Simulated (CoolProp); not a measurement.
The fluid at 293.15 K and 4.22 MPa flows at 0.094 m/s in a round tube of 12.7 mm bore and 0.25 µm roughness, fully developed (64/Re and Nu = 3.66 if laminar; Colebrook and Gnielinski if turbulent). The same conditions are run with several fluids, on thermodynamics alone (safety and materials aside).

Model: reference Helmholtz-energy equation of state of each fluid (benzene: Thol 2012; R410A: Lemmon 2003; toluene: Lemmon 2006; water: Wagner 2002; o-xylene: Zhou 2012), in CoolProp. Blends and air are pseudo-pure fits.

Question: Rank benzene, R410A, toluene, water, o-xylene by Reynolds number, highest first.

Answer: R410A (9730), toluene (1710), benzene (1570), o-xylene (1250), water (1190)

```json
[
 {"fluid": "benzene", "Darcy friction factor": "0.0408", "pressure drop (Pa/m)": "12.5", "heat-transfer coefficient (W/(m² K))": "41.6", "mass flow (kg/h)": "37.8"},
 {"fluid": "R410A", "Darcy friction factor": "0.0311", "pressure drop (Pa/m)": "12.0", "heat-transfer coefficient (W/(m² K))": "364", "mass flow (kg/h)": "47.4"},
 {"fluid": "toluene", "Darcy friction factor": "0.0375", "pressure drop (Pa/m)": "11.3", "heat-transfer coefficient (W/(m² K))": "38.4", "mass flow (kg/h)": "37.3"},
 {"fluid": "water", "Darcy friction factor": "0.0536", "pressure drop (Pa/m)": "18.7", "heat-transfer coefficient (W/(m² K))": "173", "mass flow (kg/h)": "42.9"},
 {"fluid": "o-xylene", "Darcy friction factor": "0.0511", "pressure drop (Pa/m)": "15.7", "heat-transfer coefficient (W/(m² K))": "38.4", "mass flow (kg/h)": "37.9"}
]
```

Transport values come from each fluid's own correlations.
